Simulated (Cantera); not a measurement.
**Gas activation for diamond growth**

An isothermal, constant-pressure homogeneous reactor starts with CH4 : H2 : H = 0.018 : 0.13 : 0.097 (molar parts), at 1348 K and 69.8 Torr.

Computed with Cantera and GRI-Mech 3.0 (53 species, 325 reactions). GRI-Mech 3.0 stops at C3 and has no aromatics, soot or wall deposition, so with more carbon than oxygen in the feed, carbon stays in small species such as C2H2 where larger ones or solid carbon would form.

```csv
t (s),x CH4,x H2,x H,x C2H,x C2H4,x CH2
0.000900,0.0568,0.927,0.000322,3.09e-9,0.00189,7.20e-8
0.00224,0.0571,0.927,0.000131,1.26e-9,0.00207,1.35e-8
0.00555,0.0572,0.927,5.47e-5,5.27e-10,0.00216,2.51e-9
0.0138,0.0572,0.927,2.45e-5,2.36e-10,0.00219,5.15e-10
0.0343,0.0572,0.927,1.25e-5,1.21e-10,0.00218,1.37e-10
0.0851,0.0572,0.927,8.17e-6,7.93e-11,0.00215,5.84e-11
0.211,0.0572,0.927,7.26e-6,7.08e-11,0.00209,4.62e-11
0.525,0.0572,0.927,7.18e-6,7.05e-11,0.00198,4.52e-11
1.30,0.0572,0.927,7.12e-6,7.05e-11,0.00188,4.45e-11
3.24,0.0572,0.927,7.11e-6,7.06e-11,0.00185,4.43e-11
8.05,0.0571,0.927,7.12e-6,7.09e-11,0.00186,4.43e-11
20.0,0.0568,0.927,7.14e-6,7.16e-11,0.00187,4.43e-11
```
x: mole fraction; the columns are a selection and need not sum to one.

Equilibrium at this temperature and pressure: CH4 0.0540, H2 0.929, H 7.36e-6, C2H 7.96e-11, C2H4 0.00202, CH2 4.47e-11 (gas phase only).
